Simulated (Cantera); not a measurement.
Input: 1 mol SiHCl3, 0.24 mol HCl, 3.8 mol N2, at 101000 Pa.

Equilibrium computed with Cantera from the NASA thermochemical tables; the gas is ideal and each condensed phase is pure. Candidate condensed phases: NH4Cl, Si, Si3N4; 28 gas species. N2 is the only nitrogen source here; it is nearly inert below about 1500 K, so the nitride shown seldom forms there in practice. The tables' values for SiCl3 are old estimates; treat these amounts as uncertain. Equilibrium is a limit: real reactors are often held back by kinetics, nucleation or transport.

x: gas mole fraction; n: condensed amount in mol.

```json
[
 {"T (K)": "873", "x N2": "0.688", "x HCl": "0.142", "x SiCl4": "0.121", "x H2": "0.0488", "x SiCl3": "1.07e-6", "x SiCl2": "[?]", "n Si3N4(s)": "0.125"},
 {"T (K)": "923", "x N2": "0.686", "x HCl": "0.147", "x SiCl4": "0.120", "x H2": "0.0463", "x SiCl3": "3.68e-6", "x SiCl2": "[?]", "n Si3N4(s)": "0.127"},
 {"T (K)": "973", "x N2": "0.685", "x HCl": "0.152", "x SiCl4": "0.119", "x H2": "0.0440", "x SiCl3": "1.12e-5", "x SiCl2": "[?]", "n Si3N4(s)": "0.129"},
 {"T (K)": "1023", "x N2": "0.685", "x HCl": "0.155", "x SiCl4": "0.118", "x H2": "0.0420", "x SiCl3": "3.03e-5", "x SiCl2": "[?]", "n Si3N4(s)": "0.130"},
 {"T (K)": "1073", "x N2": "0.684", "x HCl": "0.159", "x SiCl4": "0.117", "x H2": "0.0403", "x SiCl3": "7.47e-5", "x SiCl2": "[?]", "n Si3N4(s)": "0.132"},
 {"T (K)": "1123", "x N2": "0.683", "x HCl": "0.162", "x SiCl4": "0.116", "x H2": "0.0387", "x SiCl3": "0.000170", "x SiCl2": "[?]", "n Si3N4(s)": "0.133"},
 {"T (K)": "1173", "x N2": "0.683", "x HCl": "0.164", "x SiCl4": "0.115", "x H2": "0.0373", "x SiCl3": "0.000360", "x SiCl2": "[?]", "n Si3N4(s)": "0.134"},
 {"T (K)": "1223", "x N2": "0.682", "x HCl": "0.167", "x SiCl4": "0.114", "x H2": "0.0360", "x SiCl3": "0.000714", "x SiCl2": "[?]", "n Si3N4(s)": "0.135"},
 {"T (K)": "1273", "x N2": "0.682", "x HCl": "0.169", "x SiCl4": "0.112", "x H2": "0.0349", "x SiCl3": "0.00134", "x SiCl2": "[?]", "n Si3N4(s)": "0.135"},
 {"T (K)": "1323", "x N2": "0.681", "x HCl": "0.170", "x SiCl4": "0.111", "x H2": "0.0339", "x SiCl3": "0.00238", "x SiCl2": "[?]", "n Si3N4(s)": "0.135"},
 {"T (K)": "1373", "x N2": "0.680", "x HCl": "0.172", "x SiCl4": "0.109", "x H2": "0.0330", "x SiCl3": "0.00405", "x SiCl2": "[?]", "n Si3N4(s)": "0.135"},
 {"T (K)": "1423", "x N2": "0.680", "x HCl": "0.173", "x SiCl4": "0.106", "x H2": "0.0322", "x SiCl3": "0.00657", "x SiCl2": "[?]", "n Si3N4(s)": "0.133"},
 {"T (K)": "1473", "x N2": "0.679", "x HCl": "0.173", "x SiCl4": "0.101", "x H2": "0.0316", "x SiCl3": "0.0102", "x SiCl2": "[?]", "n Si3N4(s)": "0.130"},
 {"T (K)": "1523", "x N2": "0.677", "x HCl": "0.172", "x SiCl4": "0.0952", "x H2": "0.0311", "x SiCl3": "0.0150", "x SiCl2": "[?]", "n Si3N4(s)": "0.125"}
]
```

Complete the blanks.


- 873, x SiCl2: 5.53e-10
- 923, x SiCl2: 4.55e-9
- 973, x SiCl2: 3.01e-8
- 1023, x SiCl2: 1.65e-7
- 1073, x SiCl2: 7.66e-7
- 1123, x SiCl2: 3.10e-6
- 1173, x SiCl2: 1.11e-5
- 1223, x SiCl2: 3.57e-5
- 1273, x SiCl2: 0.000104
- 1323, x SiCl2: 0.000280
- 1373, x SiCl2: 0.000697
- 1423, x SiCl2: 0.00161
- 1473, x SiCl2: 0.00349
- 1523, x SiCl2: 0.00709
